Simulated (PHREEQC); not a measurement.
NaCl is added in steps, without added water, to 1 kg of water holding 1.4 mmol/kgw PbCl2, 1.6 mmol/kgw KBr and 12 mmol/kgw Na2SO4, at 25 °C. Oxygen alone is held at its pressure in air (log pO2 = -0.68). No CO2 enters from the air. Solids allowed: Litharge, Anglesite, Cotunnite, Laurionite, PbBr2, Larnakite, Halite, Mirabilite. Others were left out.

Base run: PHREEQC, ion-association model, wateq4f.dat. Each further column changes one thing. The table gives Pb in solution (mol/kgw).

```
NaCl added (mol)     base  database phreeqc.dat  all activity coefficients set to 1  Debye-Hückel limiting law  Davies equation for every ion
----------------  -------  --------------------  ----------------------------------  -------------------------  -----------------------------
0                 1.68e-5               1.69e-5                             1.18e-5                    2.01e-5                        1.69e-5
0.0045            1.79e-5               1.80e-5                             1.21e-5                    2.20e-5                        1.80e-5
0.009             1.90e-5               1.91e-5                             1.25e-5                    2.40e-5                        1.92e-5
0.018             2.14e-5               2.15e-5                             1.33e-5                    2.87e-5                        2.16e-5
0.0225            2.26e-5               2.27e-5                             1.37e-5                    3.12e-5                        2.28e-5
0.027             2.39e-5               2.40e-5                             1.42e-5                    3.39e-5                        2.41e-5
0.0315            2.52e-5               2.53e-5                             1.46e-5                    3.68e-5                        2.55e-5
0.0405            2.80e-5               2.81e-5                             1.56e-5                    4.31e-5                        2.83e-5
0.045             2.94e-5               2.95e-5                             1.61e-5                    4.66e-5                        2.97e-5
0.0495            3.09e-5               3.10e-5                             1.67e-5                    5.02e-5                        3.12e-5
0.054             3.24e-5               3.25e-5                             1.72e-5                    5.40e-5                        3.27e-5
0.063             3.55e-5               3.56e-5                             1.84e-5                    6.22e-5                        3.58e-5
0.0675            3.71e-5               3.72e-5                             1.90e-5                    6.67e-5                        3.75e-5
0.072             3.87e-5               3.89e-5                             1.97e-5                    7.13e-5                        3.91e-5
```

 phreeqc.dat and wateq4f.dat share most of their constants, so their agreement is no independent check. Solids allowed in the column 'database phreeqc.dat': Halite, Sylvite, Anglesite, Pb(OH)2.
